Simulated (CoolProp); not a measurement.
Vapour pressure (MPa) of ammonia: the reference equation beside estimates from Tc = 405.6 K, pc = 11.36 MPa, ω = 0.256.

Values from CoolProp's reference Helmholtz-energy equation of state, Gao 2020.

| T (K) | reference | van der Waals | Soave-Redlich-Kwong |
|---|---|---|---|
| 207.8 | 0.01520 | 0.3720 | 0.01392 |
| 221.2 | 0.03628 | 0.5563 | 0.03406 |
| 234.6 | 0.07738 | 0.7967 | 0.07409 |
| 248 | 0.1504 | 1.101 | 0.1462 |
| 261.5 | 0.2716 | 1.478 | 0.2675 |
| 274.9 | 0.4581 | 1.929 | 0.4554 |
| 288.3 | 0.7318 | 2.463 | 0.7331 |
| 301.7 | 1.117 | 3.085 | 1.126 |
| 315.1 | 1.640 | 3.800 | 1.660 |
| 328.5 | 2.330 | 4.613 | 2.366 |
| 341.9 | 3.218 | 5.527 | 3.273 |
| 355.3 | 4.338 | 6.546 | 4.415 |
| 368.7 | 5.727 | 7.674 | 5.824 |
| 382.1 | 7.429 | 8.914 | 7.534 |

Absolute difference from the reference over all 14 rows, mean and median: van der Waals 494.8 and 206.4 %, Soave-Redlich-Kwong 2.4 and 1.6 %.
